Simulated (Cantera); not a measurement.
A perfectly stirred reactor is fed with C₂H₆ : N₂ = 1 : 1.2 (molar parts), at 0.0263 atm; it is held at 1425 K, and followed from long to short residence time.

Computed with Cantera and GRI-Mech 3.0 (53 species, 325 reactions). GRI-Mech 3.0 stops at C3 and has no aromatics, soot or wall deposition, so with more carbon than oxygen in the feed, carbon stays in small species such as C2H2 where larger ones or solid carbon would form. Radical loss at walls, strong at low pressure, is not modelled.

```tsv
quantity	before	after
x(C₂H₆) at τ = 25.0 s	9.23e-5	0.000801
x(CH₄) at τ = 25.0 s	0.0452	0.0894
x(CH₂) at τ = 25.0 s	1.34e-8	7.10e-7
x(C₂H₂) at τ = 25.0 s	0.224	0.209
x(H) at τ = 25.0 s	6.19e-5	0.000360
x(C₂H₆) at τ = 0.270 s	0.00428	0.0560
x(CH₄) at τ = 0.270 s	0.111	0.166
x(CH₂) at τ = 0.270 s	1.96e-7	5.32e-6
x(C₂H₂) at τ = 0.270 s	0.184	0.0767
x(H) at τ = 0.270 s	0.000132	0.000427
```

Task: Name the change that produced these shifts.
(A) temperature 1425 to 1600 K
(B) temperature 1425 to 1100 K
(C) temperature 1425 to 1025 K
(D) pressure from 0.0263 atm to 0.000513 atm

Result: D, pressure from 0.0263 atm to 0.000513 atm
